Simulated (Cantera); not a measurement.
An adiabatic, constant-volume homogeneous reactor starts with 16.6 % CH4, 17.5 % O2, 65.9 % N2, equivalence ratio 1.9, at 1475 K and 975 Torr.

Model: GRI-Mech 3.0 (53 species, 325 reactions), integrated in Cantera.

Predict: time of steepest temperature rise; temperature at 0.300 s; equilibrium temperature; x(O2) at 0.300 s; x(CO2) at 0.300 s; x(H) at 0.300 s; x(CH2O) at 0.300 s; x(HCO) at 0.300 s; x(NO) at 0.300 s.


| Item | Result |
|---|---|
| time of steepest temperature rise | 1.57 ms |
| temperature at 0.300 s | 2786 K |
| equilibrium temperature | 2786 K |
| x(O2) at 0.300 s | 0.000135 (gas-phase equilibrium 0.000135) |
| x(CO2) at 0.300 s | 0.0171 (gas-phase equilibrium 0.0171) |
| x(H) at 0.300 s | 0.0173 (gas-phase equilibrium 0.0173) |
| x(CH2O) at 0.300 s | 2.02e-8 (gas-phase equilibrium 2.02e-8) |
| x(HCO) at 0.300 s | 6.02e-7 (gas-phase equilibrium 6.02e-7) |
| x(NO) at 0.300 s | 0.000775 (gas-phase equilibrium 0.000775) |
